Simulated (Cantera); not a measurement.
# Boron, boron nitride and boron oxide: B + NH3

Feed: 1 mol B, 21 mol NH3, held at 2248.15 K and 0.420 bar.

Equilibrium computed with Cantera from the NASA thermochemical tables; the gas is ideal and each condensed phase is pure. Candidate condensed phases: B, BN; 15 gas species. The tables' values for BH2 are old estimates; treat these amounts as uncertain. Equilibrium is a limit: real reactors are often held back by kinetics, nucleation or transport.

- x(H2): 0.750
- x(N2): 0.240
- x(H): 0.00983
- x(BH2): 0.000220
- x(BH3): 4.72e-6
- x(B): 2.20e-6
- x(NH3): 1.86e-6
- x(BH): 1.26e-6
- n(BN(s)): 0.990 mol
- gas amount: 41.71 mol
- log10 activity of B(s) (absent): -0.75
